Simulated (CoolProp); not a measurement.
Vapour-liquid equilibrium of acetone (1) + n-decane (2) at 138.75 °C; x and y are mole fractions of (1).

Values from CoolProp's multi-fluid Helmholtz-energy mixture model, Lemmon 2006 and Lemmon 2006; pair parameters Bell 2016.

Problem. Give the bubble pressure and the first vapour's composition at x = 0.05, 0.65, 0.95. Is there an azeotrope?

Solution. x = 0.05: 1.011 bar, y = 0.633; x = 0.65: 6.512 bar, y = 0.960; x = 0.95: 8.633 bar, y = 0.992. No azeotrope shows between x = 0.05 and 0.95.

Pair parameters are fitted to limited data, so mixtures are less certain than the pure fluids.
